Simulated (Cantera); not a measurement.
Equilibrium for carbon deposition, reforming and gasification: toluene + H₂O + H₂

Charge: 1 mol toluene, 0.69 mol H₂O, 3.4 mol H₂, equilibrated at 10000 Pa.

Cantera equilibrium calculation (NASA polynomials, part measured and part estimated; ideal gas, pure solids and liquids). Candidate condensed phases: C, C₆H₆, C₇H₈, C₈H₁₈, H₂O; 110 gas species. Rates play no part.

```json
[
 {"T (°C)": "600", "log p H₂": "-1.05", "log p CO": "-2.26", "log p CH₄": "-2.45", "log p H₂O": "-2.68", "log p CO₂": "-3.46", "log p H": "-10.86", "log p C₂H₂ (acetylene)": "-11.71", "n C(graphite)": "6.22"},
 {"T (°C)": "650", "log p H₂": "-1.04", "log p CO": "-2.16", "log p CH₄": "-2.72", "log p H₂O": "-3.02", "log p CO₂": "-3.83", "log p H": "-10.13", "log p C₂H₂ (acetylene)": "-10.97", "n C(graphite)": "6.24"},
 {"T (°C)": "700", "log p H₂": "-1.04", "log p CO": "-2.13", "log p CH₄": "-2.97", "log p H₂O": "-3.38", "log p CO₂": "-4.25", "log p H": "-9.49", "log p C₂H₂ (acetylene)": "-10.31", "n C(graphite)": "6.26"},
 {"T (°C)": "750", "log p H₂": "-1.04", "log p CO": "-2.11", "log p CH₄": "-3.20", "log p H₂O": "-3.72", "log p CO₂": "-4.67", "log p H": "-8.90", "log p C₂H₂ (acetylene)": "-9.72", "n C(graphite)": "6.27"},
 {"T (°C)": "800", "log p H₂": "-1.04", "log p CO": "-2.11", "log p CH₄": "-3.41", "log p H₂O": "-4.03", "log p CO₂": "-5.07", "log p H": "-8.37", "log p C₂H₂ (acetylene)": "-9.18", "n C(graphite)": "6.29"},
 {"T (°C)": "850", "log p H₂": "-1.04", "log p CO": "-2.11", "log p CH₄": "-3.61", "log p H₂O": "-4.32", "log p CO₂": "-5.43", "log p H": "-7.89", "log p C₂H₂ (acetylene)": "-8.69", "n C(graphite)": "6.29"},
 {"T (°C)": "900", "log p H₂": "-1.04", "log p CO": "-2.11", "log p CH₄": "-3.78", "log p H₂O": "-4.59", "log p CO₂": "-5.77", "log p H": "-7.45", "log p C₂H₂ (acetylene)": "-8.25", "n C(graphite)": "6.30"},
 {"T (°C)": "950", "log p H₂": "-1.04", "log p CO": "-2.10", "log p CH₄": "-3.95", "log p H₂O": "-4.84", "log p CO₂": "-6.07", "log p H": "-7.04", "log p C₂H₂ (acetylene)": "-7.84", "n C(graphite)": "6.30"},
 {"T (°C)": "1000", "log p H₂": "-1.04", "log p CO": "-2.10", "log p CH₄": "-4.10", "log p H₂O": "-5.07", "log p CO₂": "-6.35", "log p H": "-6.66", "log p C₂H₂ (acetylene)": "-7.47", "n C(graphite)": "6.30"}
]
```
log p: log10 of the partial pressure in bar; n: condensed amount in mol.

From 600 °C to 1000 °C the condensed part is C(graphite). The main C-bearing gas is CO throughout. The share of C in condensed phases is highest at 1000 °C (90.1 %) and lowest at 600 °C (88.9 %).
